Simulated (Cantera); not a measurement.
An isothermal, constant-pressure homogeneous reactor starts with NO : N2 = 1 : 8.5 (molar parts), at 1925 K and 1800 Pa. Integrator tolerance rtol = 1e-08.

Detailed kinetics in Cantera: GRI-Mech 3.0 (53 species, 325 reactions). Radical loss at walls, strong at low pressure, is not modelled.

```tsv
quantity	before	after
x(NO) at 100 s	0.0224 (gas-phase equilibrium 0.00334)	0.0224 (gas-phase equilibrium 0.00384)
x(N2O) at 100 s	1.88e-7 (gas-phase equilibrium 2.78e-8)	1.81e-7 (gas-phase equilibrium 3.16e-8)
x(N2) at 100 s	0.936 (gas-phase equilibrium 0.945)	0.918 (gas-phase equilibrium 0.927)
x(O2) at 100 s	0.0411 (gas-phase equilibrium 0.0506)	0.0592 (gas-phase equilibrium 0.0684)
x(O) at 100 s	0.000563 (gas-phase equilibrium 0.000621)	0.000675 (gas-phase equilibrium 0.000722)
x(NO2) at 100 s	2.61e-6 (gas-phase equilibrium 4.32e-7)	3.12e-6 (gas-phase equilibrium 5.77e-7)
```

Q: Name the change that produced these shifts.
A. temperature 1925 to 1525 K
B. NO 1 to 1.4 parts
C. temperature 1925 to 2150 K
D. pressure from 1800 Pa to 101000 Pa

A: B, NO 1 to 1.4 parts
